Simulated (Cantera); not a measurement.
An isothermal, constant-pressure homogeneous reactor starts with CH₄ : CO₂ : H₂ = 1 : 3.1 : 0.051 (molar parts), at 2123 K and 4.93 atm.

Detailed kinetics in Cantera: GRI-Mech 3.0 (53 species, 325 reactions).

x: mole fraction; the columns are a selection and need not sum to one.

| t (s) | x CH₄ | x CO₂ | x H₂ | x H₂O₂ | x C₂H₄ |
|---|---|---|---|---|---|
| 0.000300 | [?] | 0.266 | 0.0744 | 1.54e-9 | 0.000158 |
| 0.000744 | [?] | 0.202 | 0.101 | 9.20e-10 | 7.75e-5 |
| 0.00184 | [?] | 0.159 | 0.128 | 5.76e-10 | 1.74e-5 |
| 0.00457 | [?] | 0.147 | 0.138 | 5.00e-10 | 2.90e-7 |
| 0.0113 | [?] | 0.146 | 0.138 | 5.23e-10 | 6.24e-12 |
| 0.0281 | 3.69e-9 | 0.146 | 0.138 | 5.23e-10 | <1e-12 |
| 0.0696 | 3.69e-9 | 0.146 | 0.138 | 5.23e-10 | <1e-12 |
| 0.172 | 3.69e-9 | 0.146 | 0.138 | 5.23e-10 | <1e-12 |
| 0.427 | 3.69e-9 | 0.146 | 0.138 | 5.23e-10 | <1e-12 |
| 1.06 | 3.69e-9 | 0.146 | 0.138 | 5.23e-10 | <1e-12 |
| 2.63 | 3.69e-9 | 0.146 | 0.138 | 5.23e-10 | <1e-12 |
| 6.51 | 3.69e-9 | 0.146 | 0.138 | 5.23e-10 | <1e-12 |
| 16.1 | 3.69e-9 | 0.146 | 0.138 | 5.23e-10 | <1e-12 |
| 40.0 | 3.69e-9 | 0.146 | 0.138 | 5.23e-10 | <1e-12 |

### Question
Complete the blanks.

### Answer

- 0.000300, x CH₄: 0.00552
- 0.000744, x CH₄: 0.00419
- 0.00184, x CH₄: 0.00195
- 0.00457, x CH₄: 9.90e-5
- 0.0113, x CH₄: 6.24e-9
